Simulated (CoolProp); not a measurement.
Model: reference Helmholtz-energy equation of state, Gao 2020, in CoolProp.

Problem. For ammonia, give the phase and the Joule-Thomson coefficient (K/MPa), viscosity (µPa s), conductivity (mW/(m K)), fugacity coefficient at 371.1 K and 0.953 MPa.

Solution. 
- 371.1 K and 0.953 MPa: gas; Joule-Thomson coefficient 13.1, viscosity 12.8, conductivity 34.0, fugacity coefficient 0.957

Viscosity comes from a separate model (Fenghour 1995). Thermal conductivity comes from a separate model (Tufeu 1984).
